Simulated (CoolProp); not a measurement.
Saturation properties of n-perfluorohexane.

Values from CoolProp's reference Helmholtz-energy equation of state, Gao 2022.

```
T (°C)  p (MPa)  liquid density (kg/m³)  vapour density (kg/m³)  enthalpy of vaporisation (kJ/kg)  liquid cp (kJ/(kg K))
------  -------  ----------------------  ----------------------  --------------------------------  ---------------------
26.15   0.03092                    1673                   4.312                             92.82                  1.049
43.75   0.06290                    1620                   8.440                             88.19                  1.076
61.35    0.1167                    1565                   15.24                             83.26                  1.105
79.05    0.2013                    1505                   25.93                             77.88                  1.136
96.65    0.3259                    1439                   42.05                             71.94                  1.170
114.25   0.5020                    1365                   66.24                             65.14                  1.212
131.95   0.7445                    1274                   103.6                             56.95                  1.273
149.55    1.068                    1157                   165.2                             46.34                  1.394
167.15    1.501                   959.9                   300.5                             28.88                  2.026
```

It boils at 57.1 °C under 1 atm.
